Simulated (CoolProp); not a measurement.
Saturation properties of fluorine (Tc = 144.4 K, pc = 5.240 MPa, ω = 0.045).

Model: reference Helmholtz-energy equation of state, de Reuck 1990, in CoolProp.

| T (K) | p (MPa) | liquid density (kg/m³) | vapour density (kg/m³) | enthalpy of vaporisation (kJ/kg) | liquid cp (kJ/(kg K)) | surface tension (mN/m) |
|---|---|---|---|---|---|---|
| 72.4 | 0.01799 | 1587 | 1.147 | 185.2 | 1.483 | 17.0 |
| 76.7 | 0.03476 | 1559 | 2.106 | 181.7 | 1.490 | 15.8 |
| 80.9 | 0.06142 | 1530 | 3.557 | 178.1 | 1.499 | 14.6 |
| 85.2 | 0.1032 | 1501 | 5.739 | 174.2 | 1.511 | 13.4 |
| 89.4 | 0.1627 | 1471 | 8.735 | 170.1 | 1.527 | 12.3 |
| 93.6 | 0.2454 | 1440 | 12.79 | 165.7 | 1.547 | 11.1 |
| 97.9 | 0.3593 | 1407 | 18.26 | 160.9 | 1.571 | 10.0 |
| 102.1 | 0.5048 | 1373 | 25.15 | 155.8 | 1.601 | 8.92 |
| 106.4 | 0.6944 | 1337 | 34.10 | 150.0 | 1.639 | 7.83 |
| 110.6 | 0.9250 | 1300 | 45.05 | 143.9 | 1.686 | 6.79 |
| 114.9 | 1.214 | 1259 | 59.03 | 137.0 | 1.750 | 5.75 |
| 119.1 | 1.553 | 1217 | 76.01 | 129.5 | 1.835 | 4.77 |
| 123.3 | 1.956 | 1171 | 97.23 | 120.9 | 1.956 | 3.82 |
| 127.6 | 2.442 | 1118 | 124.8 | 110.8 | 2.147 | 2.90 |
| 131.8 | 2.995 | 1058 | 160.0 | 99.02 | 2.463 | 2.04 |

It boils at 85.0 K under 1 atm.

Surface tension comes from a separate correlation (Mulero 2012).
